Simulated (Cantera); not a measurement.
A freely propagating, adiabatic, planar premixed flame of 27.7 % CO, 5.81 % H2, 13.9 % O2, 52.6 % N2, unburnt at 375 K and 1.50 bar; mixture-averaged transport, grid criteria slope 0.08 and curve 0.16, no radiation.

Computed with Cantera and GRI-Mech 3.0 (53 species, 325 reactions). Burning velocities carry a grid error of a few per cent, more on coarse grids.

x: mole fraction of selected species; z is measured from the peak of heat release.

```tsv
z (mm)	T (K)	u (m/s)	x CO	x H2	x O2	x OH	x NO2	x NO
-1.05	375	1.08	0.277	0.0581	0.139	<1e-8	<1e-8	<1e-8
-0.702	375	1.08	0.277	0.0580	0.139	<1e-8	<1e-8	<1e-8
-0.526	375	1.08	0.277	0.0578	0.140	<1e-8	<1e-8	<1e-8
-0.351	375	1.08	0.277	0.0567	0.140	<1e-8	<1e-8	<1e-8
-0.175	390	1.11	0.278	0.0507	0.140	1.27e-8	<1e-8	<1e-8
-0.0877	590	1.66	0.273	0.0391	0.135	0.000161	1.23e-8	1.54e-7
0	1087	3.00	0.242	0.0215	0.108	0.00107	<1e-8	1.76e-6
0.0877	1445	3.91	0.193	0.00869	0.0702	0.00322	<1e-8	7.41e-6
0.175	1650	4.38	0.156	0.00607	0.0476	0.00502	<1e-8	1.59e-5
0.351	1849	4.81	0.126	0.00643	0.0334	0.00668	<1e-8	3.12e-5
0.702	2021	5.20	0.114	0.00598	0.0269	0.00723	1.24e-8	5.14e-5
1.40	2165	5.52	0.105	0.00507	0.0214	0.00687	1.89e-8	8.03e-5
2.81	2283	5.76	?	?	?	?	?	?
```

Question: What belongs in the gaps?

Answer: 
- 2.81, x CO: 0.0940
- 2.81, x H2: 0.00425
- 2.81, x O2: 0.0160
- 2.81, x OH: 0.00603
- 2.81, x NO2: 3.13e-8
- 2.81, x NO: 0.000135
